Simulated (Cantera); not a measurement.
A Cantera script and what it prints.

```python
import numpy as np
import cantera as ct

gas_names = [...]  # 92 gases of nasa_gas.yaml made of C, H, N
cond_names = """
    C(gr) C6H6(L) C7H8(L) C8H18(L),n-octa
""".split()


# ... load() reads the species with a 1 bar reference pressure and builds the phases ...
atoms = {
    'C3H8': {'C': 3, 'H': 8},
    'NH3': {'N': 1, 'H': 3},
    'N2': {'N': 2},
}
top_T = {'C(gr)': 4500}  # K; cautious upper limits of use, not melting points


# ... equilibrate(T, P, feed) seeds the gas with the atoms and calls Mixture.equilibrate('TP', solver="vcs", rtol=1e-11, max_steps=5000) ...
results = []
feed = {'C3H8': 1, 'NH3': 0.019, 'N2': 0.31}  # mol
T = 2748  # K
P = 10000  # Pa
mix = equilibrate(T, P, feed)
results.append((T, P, feed, dict(zip(mix.species_names, mix.species_moles))))
print(gas.report(threshold=1e-06))
for i in range(1, mix.n_phases):
    print(f"{mix.phase(i).name:16s} {mix.phase_moles(i):12.5e} mol")
```

It prints:

```
       temperature   2748 K
          pressure   10000 Pa
           density   0.0019351 kg/m^3
  mean mol. weight   4.4214 kg/kmol
   phase of matter   gas

                          1 kg             1 kmol
                     ---------------   ---------------
          enthalpy        2.8723e+07          1.27e+08  J
   internal energy        2.3556e+07        1.0415e+08  J
           entropy             51780        2.2894e+05  J/K
    Gibbs function       -1.1357e+08       -5.0212e+08  J
 heat capacity c_p            7983.7             35299  J/K
 heat capacity c_v            6103.2             26985  J/K

                      mass frac. Y      mole frac. X     chem. pot. / RT
                     ---------------   ---------------   ---------------
                 C        0.00010027        3.6909e-05           -3.4863
                CH        2.0564e-05        6.9838e-06           -15.074
               CH2         4.107e-05        1.2945e-05           -26.662
               CH3         7.847e-05        2.3076e-05            -38.25
               CH4        1.9492e-05        5.3719e-06           -49.837
                CN         0.0028594        0.00048591           -20.139
                C2        8.6359e-05        1.5895e-05           -6.9726
               C2H         0.0033217        0.00058675            -18.56
    C2H2,acetylene           0.11786          0.020014           -30.148
   C2H2,vinylidene        0.00019645        3.3357e-05           -30.148
        C2H3,vinyl        7.8923e-06        1.2902e-06           -41.736
              C2N2        0.00018592        1.5797e-05           -40.278
                C3         0.0013403        0.00016446           -10.459
    C3H3,propargyl        1.4507e-05        1.6423e-06           -45.222
              C4H2         0.0026332        0.00023257           -37.121
                C5        1.7767e-05        1.3081e-06           -17.431
              C6H2        4.7797e-05        2.8526e-06           -44.093
                 H          0.041435           0.18174           -11.588
               HCN           0.14753          0.024136           -31.727
               HNC          0.022383         0.0036618           -31.727
                H2           0.32657           0.71622           -23.175
                 N        5.4344e-06        1.7154e-06           -16.653
                N2           0.33322          0.052591           -33.306
     [  +69 minor]        1.5376e-05        2.0624e-06

C(gr)             2.65940e+00 mol
```

Method: chemical equilibrium by Gibbs-energy minimisation in Cantera with the NASA 1993 tables (ideal gas, pure condensed phases).
